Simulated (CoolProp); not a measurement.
Ethylene along the isotherm 433 K: Z from the reference equation and from simpler models built on Tc = 282.4 K, pc = 5042 kPa, ω = 0.087; each cubic takes its own stable root.

The numbers come from the reference Helmholtz-energy equation of state, Smukala 2000 in CoolProp.

```csv
p (kPa),phase,reference,Pitzer virial,van der Waals,Redlich-Kwong,Soave-Redlich-Kwong,Peng-Robinson
252,gas,0.9960,0.9961,0.9951,0.9955,0.9962,0.9950
504,gas,0.9920,0.9922,0.9902,0.9910,0.9925,0.9901
756,gas,0.9879,0.9882,0.9853,0.9865,0.9887,0.9852
1010,gas,0.9839,0.9843,0.9803,0.9821,0.9850,0.9804
1260,gas,0.9800,0.9804,0.9754,0.9777,0.9814,0.9756
1510,gas,0.9760,0.9765,0.9704,0.9733,0.9777,0.9709
1760,gas,0.9721,0.9726,0.9655,0.9690,0.9742,0.9663
2020,gas,0.9680,0.9686,0.9604,0.9645,0.9705,0.9615
2270,gas,0.9642,0.9647,0.9554,0.9602,0.9670,0.9569
2520,gas,0.9603,0.9608,0.9504,0.9559,0.9635,0.9524
```
